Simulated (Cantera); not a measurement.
A closed system holds: 1 mol PbO, 2 mol O2, 0.28 mol H2, equilibrated at 823 K and 101000 Pa.

Method: chemical equilibrium by Gibbs-energy minimisation in Cantera with the NASA 1993 tables (ideal gas, pure condensed phases). Candidate condensed phases: H2O, Pb, PbO, PbO2, Pb3O4; 12 gas species. Equilibrium is a limit: real reactors are often held back by kinetics, nucleation or transport.

### Question
What is the equilibrium state?

### Answer
```
Item                                   Result
----------------------------------  ---------
x(O2)                                   0.869
x(H2O)                                  0.131
n(PbO(yellow))                       1.00 mol
gas amount                          2.140 mol
log10 activity of PbO2(s) (absent)      -1.56
log10 activity of Pb(l) (absent)        -8.66
```
